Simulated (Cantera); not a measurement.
A perfectly stirred reactor is fed with CH4 : CO2 = 1 : 1.5 (molar parts), at 0.470 bar; it is held at 1550 K, and followed from long to short residence time.

Computed with Cantera and GRI-Mech 3.0 (53 species, 325 reactions).

Question: What does this change do: pressure from 0.470 bar to 1.01 bar?

Answer: 
```csv
quantity,before,after
x(CH4) at τ = 1.40 s,0.0887,0.0748
x(CO2) at τ = 1.40 s,0.227,0.197
x(CH3) at τ = 1.40 s,0.000153,9.55e-5
x(H2O) at τ = 1.40 s,0.191,0.195
x(C2H4) at τ = 1.40 s,0.00164,0.00269
x(CH4) at τ = 25.0 ms,0.359,0.342
x(CO2) at τ = 25.0 ms,0.580,0.568
x(CH3) at τ = 25.0 ms,0.000474,0.000342
x(H2O) at τ = 25.0 ms,0.00489,0.0101
x(C2H4) at τ = 25.0 ms,0.00483,0.00504
```

Question: What does this change do: pressure from 0.470 bar to 1.90 bar?

Answer: 
```tsv
quantity	before	after
x(CH4) at τ = 1.40 s	0.0887	0.0678
x(CO2) at τ = 1.40 s	0.227	0.179
x(CH3) at τ = 1.40 s	0.000153	6.60e-5
x(H2O) at τ = 1.40 s	0.191	0.193
x(C2H4) at τ = 1.40 s	0.00164	0.00444
x(CH4) at τ = 25.0 ms	0.359	0.326
x(CO2) at τ = 25.0 ms	0.580	0.553
x(CH3) at τ = 25.0 ms	0.000474	0.000254
x(H2O) at τ = 25.0 ms	0.00489	0.0172
x(C2H4) at τ = 25.0 ms	0.00483	0.00532
```
